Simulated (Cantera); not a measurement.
A closed system holds: 1 mol CH3SiCl3, 0.0091 mol C3H8, 59 mol H2, held at 1.00 Torr.

Cantera equilibrium calculation (NASA polynomials, part measured and part estimated; ideal gas, pure solids and liquids). Candidate condensed phases: C, C6H6, C7H8, C8H18, Si, SiC; 109 gas species. The feed counts by its element totals alone. Rates play no part. All values below are at 1102 °C.

Base state: H2 0.952, HCl 0.0483, H 9.15e-5, SiCl2 3.02e-5 (mole fractions); condensed: C(graphite) + SiC(s).

Q: What changes in the equilibrium state with this change: CH3SiCl3 replaced by SiH2Cl2?

A: 
| species | before | after |
|---|---|---|
| H2 | 0.952 | 0.970 |
| HCl | 0.0483 | 0.0280 |
| SiCl2 | 3.02e-5 | 0.00234 |
| SiCl3 | 3.28e-7 | 1.46e-5 |
| H | 9.15e-5 | 9.24e-5 |
| C(graphite), mol | 0.0286 | 0 |
| SiC(s), mol | 0.998 | 0.0273 |
| Si(s), mol | 0 | 0.829 |
Mutual solubility and eutectic melting of coexisting phases are not modelled. The tables' values for SiCl3 are old estimates; treat these amounts as uncertain.
